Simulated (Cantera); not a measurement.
Charge: 1 mol Si, 4.7 mol HBr, 37 mol H₂, equilibrated at 95000 Pa.

Cantera equilibrium calculation (NASA polynomials, part measured and part estimated; ideal gas, pure solids and liquids). Candidate condensed phases: Br₂, Si; 19 gas species. The tables' values for SiBr₃ are old estimates; treat these amounts as uncertain. Equilibrium is a limit: real reactors are often held back by kinetics, nucleation or transport.

### Question
At 650 °C, list the 5 most abundant gas species with their mole fractions, and the condensed phases.

### Answer
H₂ 0.956, SiBr₄ 0.0222, HBr 0.0196, SiHBr₃ 0.00220, SiH₂Br₂ 0.000102. Condensed: gas only.
